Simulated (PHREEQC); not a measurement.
H2SO4 is added in steps, without added water, to 1 kg of water holding 0.0021 mol/kgw H3BO3, 0.00055 mol/kgw Na2CO3 and 0.075 mol/kgw NaCl, at 44 °C. Oxygen is held at 0.21 atm. CO2 from the air is kept out. Solids allowed: Halite. Others were left out.

Base run: PHREEQC, ion-association model, phreeqc.dat. Each further column changes one thing. The table gives pH.

```
H2SO4 added (mol)  base  Na2CO3 left out  H3BO3 replaced by NaBF4 at the same molality  temperature from 44 to 5 °C  no solid may form
-----------------  ----  ---------------  --------------------------------------------  ---------------------------  -----------------
0                  8.48             5.87                                          3.30                         8.83               8.48
0.00129            2.94             2.69                                          2.84                         2.92               2.94
0.00258            2.52             2.41                                          2.55                         2.49               2.52
0.00387            2.32             2.25                                          2.36                         2.29               2.32
0.00473            2.23             2.18                                          2.27                         2.20               2.23
0.00602            2.13             2.08                                          2.16                         2.09               2.13
0.00731            2.05             2.01                                          2.08                         2.00               2.05
0.0086             1.98             1.95                                          2.01                         1.94               1.98
```

Away from 25 °C the constants follow the database's enthalpies or fits; those with neither stay at their 25 °C values. Real BF4- forms and hydrolyses slowly; the run takes it at equilibrium.
